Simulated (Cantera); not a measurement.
An adiabatic, constant-volume homogeneous reactor starts with 25.5 % CO, 1.02 % H2, 15.5 % O2, 58.0 % N2, equivalence ratio 0.86, at 1050 K and 0.967 atm.

Cantera simulation using GRI-Mech 3.0 (53 species, 325 reactions); the numbers are that mechanism's predictions, not measurements.

x: mole fraction; the columns are a selection and need not sum to one.

| t (s) | T (K) | P (bar) | x CO | x H2 | x O2 | x HO2 | x NO2 | x OH |
|---|---|---|---|---|---|---|---|---|
| 1.00e-6 | 1050 | 0.980 | 0.255 | 0.0102 | 0.155 | 4.37e-12 | <1e-12 | 1.77e-12 |
| 3.88e-6 | 1050 | 0.980 | 0.255 | 0.0102 | 0.155 | 2.28e-11 | <1e-12 | 1.67e-11 |
| 1.51e-5 | 1050 | 0.980 | 0.255 | 0.0102 | 0.155 | 3.24e-10 | <1e-12 | 1.25e-10 |
| 5.85e-5 | 1050 | 0.980 | 0.255 | 0.0102 | 0.155 | 1.00e-8 | <1e-12 | 1.24e-9 |
| 0.000227 | 1050 | 0.980 | 0.255 | 0.0102 | 0.155 | 2.64e-6 | <1e-12 | 2.26e-7 |
| 0.000881 | 2694 | 2.30 | (withheld) | (withheld) | (withheld) | 3.10e-6 | (withheld) | (withheld) |
| 0.00342 | 2764 | 2.34 | 0.0773 | 0.000434 | 0.0511 | 3.20e-6 | 7.48e-6 | 0.00487 |
| 0.0133 | 2762 | 2.34 | 0.0772 | 0.000435 | 0.0506 | 3.17e-6 | 8.01e-6 | 0.00485 |
| 0.0515 | 2762 | 2.34 | 0.0772 | 0.000435 | 0.0506 | 3.17e-6 | 8.01e-6 | 0.00485 |
| 0.200 | 2762 | 2.34 | 0.0772 | 0.000435 | 0.0506 | 3.17e-6 | 8.01e-6 | 0.00485 |

Q: Some entries are withheld; supply them.

A: 
- 0.000881, x CO: 0.0863
- 0.000881, x H2: 0.000483
- 0.000881, x O2: 0.0603
- 0.000881, x NO2: 1.34e-6
- 0.000881, x OH: 0.00534
